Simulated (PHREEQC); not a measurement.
Consider water at 20 °C with 3.5 mol/kgw MgCl2 and 0.18 mol/kgw H3BO3. Closed to the air; pH follows from the charge balance.

The numbers come from PHREEQC with the Pitzer model, pitzer.dat.

Question: The ionic strength comes out as 10.5 mol/kgw. What activity coefficients do B3O3(OH)4-, Mg+2, B(OH)4-, MgB(OH)4+, Cl- get?

Answer: B3O3(OH)4- 0.15, Mg+2 110, B(OH)4- 0.012, MgB(OH)4+ 14, Cl- 0.73. Single-ion values are on the MacInnes scale.

This is a speciation only: nothing precipitates in the calculation. In brines, pH and single-ion activities rest on the MacInnes convention.
